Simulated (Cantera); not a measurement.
# Si2H6 + O2 (silicon oxide and oxynitride deposition)

A closed system holds: 1 mol Si2H6, 5.6 mol O2, equilibrated at 750 Torr.

These are equilibrium values from Cantera (NASA tables, ideal gas, pure condensed phases), not measurements of a reactor. Candidate condensed phases: H2O, Si, SiO2; 18 gas species. The feed counts by its element totals alone. The tables hold silica as quartz up to 1696 K and as liquid above; real silica turns to tridymite and cristobalite and melts near 1996 K. Gases not in the tables: Si(OH)4. Equilibrium is a limit: real reactors are often held back by kinetics, nucleation or transport.

```csv
T (K),x H2O,x O2,x OH,x O,x H2,x HO2,n SiO2(α-quartz),n SiO2(β-quartz)
800,0.588,0.412,2.50e-9,<1e-12,<1e-12,6.90e-11,2.00,0
900,0.588,0.412,3.76e-8,3.45e-12,2.93e-12,6.35e-10,0,2.00
1000,0.588,0.412,3.30e-7,1.01e-10,8.01e-11,3.75e-9,0,2.00
1100,0.588,0.412,1.95e-6,1.60e-9,1.21e-9,1.61e-8,0,2.00
1200,0.588,0.412,8.59e-6,1.61e-8,1.16e-8,5.41e-8,0,2.00
1300,0.588,0.412,3.01e-5,1.14e-7,7.96e-8,1.51e-7,0,2.00
1400,0.588,0.412,8.83e-5,6.07e-7,4.14e-7,3.64e-7,0,2.00
1500,0.588,0.412,0.000224,2.60e-6,1.73e-6,7.82e-7,0,2.00
1600,0.588,0.412,0.000508,9.30e-6,6.08e-6,1.53e-6,0,2.00
```
x: gas mole fraction; n: condensed amount in mol.

At 800 K the condensed part is SiO2(α-quartz). From 900 K to 1600 K the condensed part is SiO2(β-quartz).
